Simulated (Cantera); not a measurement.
Transport properties of process gases

Gas mixture: 100 % C2H6, at 12.0 Pa, frozen composition.

Cantera's kinetic-theory transport with the Lennard-Jones parameters of GRI-Mech 3.0, ideal gas; thermal conductivity in the mixture-averaged form. The composition is frozen, though it would react at the higher temperatures.

```csv
T (K),ρ (kg/m³),cp (J/kg/K),μ (µPa s),λ (mW/m/K),Pr,D (cm²/s) H,D (cm²/s) NO,D (cm²/s) NH3
400,0.000108,2167,12.3,35.6,0.750,11900,2080,2170
600,7.23e-5,2972,17.4,69.0,0.751,24700,4240,4720
800,5.42e-5,3591,21.8,105,0.749,40700,6960,8040
1000,4.34e-5,4080,25.7,140,0.751,59700,10200,12000
1200,3.62e-5,4449,29.3,174,0.750,81300,13800,16600
1400,3.10e-5,4736,32.6,206,0.749,105000,17900,21600
1600,2.71e-5,4957,35.7,236,0.748,132000,22300,27200
1800,2.41e-5,5127,38.6,265,0.746,160000,27200,33300
```
D: mixture-averaged diffusion coefficient of that species in the mixture.
